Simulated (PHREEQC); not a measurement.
A PHREEQC input (ion-association model, wateq4f.dat):

```
SOLUTION 1
  temp 25
  units mg/kgw
  pH 8.11 charge
  pe 10.3
  Na 14.9
  K 0.254
  Ca 20.1
  Mg 0.501
  Cl 28.2
  S(6) 24 as SO4
  Alkalinity 25.7 as HCO3
  F 0.57
  Li 0.017
END
USE solution 1
EQUILIBRIUM_PHASES 1
  Fluorite 0 0
  CO2(g) -3.4 10
END
```

It stops with these messages:

```
ERROR: pH adustment cannot attain charge balance when alkalinity is fixed.
ERROR: Program terminating due to input errors.
```

The fault: pH asked from the charge balance while alkalinity is fixed. The line should read `pH 8.11` where the input has `pH 8.11 charge`. With the mend the run ends at pH 7.81 and ionic strength 0.00243 mol/kgw.
